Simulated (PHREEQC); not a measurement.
1 kg of water meets 20 L of dry gas (O2 1 by moles) at fixed total pressure, at 80 °C; fugacities by Peng-Robinson. The gases take part in no redox reaction, some water evaporates into the gas, and hydrates or a liquid gas phase aren't modelled. Precipitation was switched off in this run.

Equilibrium calculation in PHREEQC: ion-association model, phreeqc.dat.

```csv
P (atm),dissolved O2 (mol/kgw),φ of O2
2,0.00120,1.000
5,0.00353,0.998
10,0.00736,0.996
20,0.0148,0.992
30,0.0221,0.988
40,0.0291,0.985
50,0.0360,0.981
75,0.0522,0.974
100,0.0673,0.968
150,0.0947,0.958
200,0.119,0.952
300,0.159,0.951
400,0.192,0.960
```

Away from 25 °C the constants follow the database's enthalpies or fits; those with neither stay at their 25 °C values.
